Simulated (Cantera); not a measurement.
**Reactions in the system Cl-O-Pb**

Cantera with NASA thermochemical tables; ideal gases at 1 bar, condensed phases pure. Values are per mole of reaction as written; species without (g) are pure solids or liquids, kept so even where they would boil at 1 bar.

O3(g) + 3 PbCl2(g) ⇌ 3 PbO(g) + 6 Cl(g)

| T (K) | ΔH° (kJ) | ΔS° (J/K) | ΔG° (kJ) | log10 K |
|---|---|---|---|---|
| 623 | 1326.6 | 537.8 | 991.5 | -83.13 |
| 773 | 1329.6 | 542.1 | 910.5 | -61.53 |
| 923 | 1332.2 | 545.1 | 829.0 | -46.91 |
| 1073 | 1334.4 | 547.4 | 747.0 | -36.37 |
| 1223 | 1336.6 | 549.3 | 664.8 | -28.39 |
| 1373 | 1338.5 | 550.8 | 582.3 | -22.15 |
| 1523 | 1340.2 | 551.9 | 499.5 | -17.13 |
| 1673 | 1341.4 | 552.7 | 416.7 | -13.01 |
| 1823 | 1342.1 | 553.1 | 333.8 | -9.56 |
| 1973 | 1342.3 | 553.2 | 250.8 | -6.64 |
| 2123 | 1341.9 | 553.0 | 167.8 | -4.13 |
